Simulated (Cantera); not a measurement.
Feed: 1 mol Si₃N₄, 0.95 mol C, 4 mol N₂, held at 2473 K and 89000 Pa.

Cantera equilibrium calculation (NASA polynomials, part measured and part estimated; ideal gas, pure solids and liquids). Candidate condensed phases: C, Si, SiC, Si₃N₄; 20 gas species. Mutual solubility and eutectic melting of coexisting phases are not modelled. The tables' values for SiN are old estimates; treat these amounts as uncertain. The numbers say what is thermodynamically allowed, not how fast it happens.

Q: What is the equilibrium state?

A: 
```json
{
 "x(N₂)": "0.994",
 "x(Si)": "0.00435",
 "x(Si₂C)": "0.000580",
 "x(SiN)": "0.000429",
 "x(Si₂N)": "0.000388",
 "x(Si₂)": "0.000111",
 "x(SiC₂)": "5.26e-5",
 "x(CN)": "1.95e-5",
 "x(Si₃)": "1.95e-5",
 "n(Si(l))": "2.01 mol",
 "n(SiC(s))": "0.946 mol",
 "gas_amount": "6.033 mol",
 "log10 activity of C(graphite) (absent)": "-0.65"
}
```
